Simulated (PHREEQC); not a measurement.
A solution holds 0.029 mol NH4HF2, 0.009 mol (NH4)2SiF6, 0.0036 mol H3PO4 and 3.6e-05 mol HCl per kg of water, at 20 °C. Closed to the air; pH follows from the charge balance.

Model: ion-association model, wateq4f.dat, run in PHREEQC.

No solid was allowed to form.

Q: Predict the pH.

A: pH 3.03.

Q: In which forms is P present?

A: H2PO4- 90 %, H3PO4 9.5 % of the P.

H3PO4, which wateq4f.dat lacks, is added to it with the constant of phreeqc.dat. SiF6-2 is the database's only silicon fluoride.
